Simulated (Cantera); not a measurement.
An isothermal, constant-pressure homogeneous reactor starts with 40.0 % CH4, 60.0 % CO2, at 1975 K and 1350 Torr.

Computed with Cantera and GRI-Mech 3.0 (53 species, 325 reactions).

x: mole fraction; the columns are a selection and need not sum to one.

```json
[
 {"t (s)": "0.000100", "x CH4": "0.197", "x CO2": "0.492", "x OH": "?", "x C2H4": "0.0154", "x H2O": "0.0235"},
 {"t (s)": "0.000351", "x CH4": "0.0822", "x CO2": "0.346", "x OH": "?", "x C2H4": "0.00262", "x H2O": "0.104"},
 {"t (s)": "0.00123", "x CH4": "0.0205", "x CO2": "0.162", "x OH": "?", "x C2H4": "0.000552", "x H2O": "0.229"},
 {"t (s)": "0.00433", "x CH4": "0.0114", "x CO2": "0.0896", "x OH": "?", "x C2H4": "0.000304", "x H2O": "0.208"},
 {"t (s)": "0.0152", "x CH4": "0.00758", "x CO2": "0.0528", "x OH": "?", "x C2H4": "0.000156", "x H2O": "0.143"},
 {"t (s)": "0.0534", "x CH4": "0.00296", "x CO2": "0.0325", "x OH": "?", "x C2H4": "3.31e-5", "x H2O": "0.0966"},
 {"t (s)": "0.187", "x CH4": "0.000122", "x CO2": "0.0274", "x OH": "1.36e-5", "x C2H4": "1.88e-7", "x H2O": "0.0839"},
 {"t (s)": "0.658", "x CH4": "4.90e-8", "x CO2": "0.0273", "x OH": "1.36e-5", "x C2H4": "<1e-12", "x H2O": "0.0837"},
 {"t (s)": "2.31", "x CH4": "4.90e-8", "x CO2": "0.0273", "x OH": "1.36e-5", "x C2H4": "<1e-12", "x H2O": "0.0837"},
 {"t (s)": "8.11", "x CH4": "4.90e-8", "x CO2": "0.0273", "x OH": "1.36e-5", "x C2H4": "<1e-12", "x H2O": "0.0837"},
 {"t (s)": "28.5", "x CH4": "4.90e-8", "x CO2": "0.0273", "x OH": "1.36e-5", "x C2H4": "<1e-12", "x H2O": "0.0837"},
 {"t (s)": "100", "x CH4": "4.90e-8", "x CO2": "0.0273", "x OH": "1.36e-5", "x C2H4": "<1e-12", "x H2O": "0.0837"}
]
```

Task: Complete the blanks.

Result: 
- 0.000100, x OH: 1.25e-5
- 0.000351, x OH: 2.58e-5
- 0.00123, x OH: 5.66e-5
- 0.00433, x OH: 4.72e-5
- 0.0152, x OH: 2.67e-5
- 0.0534, x OH: 1.62e-5
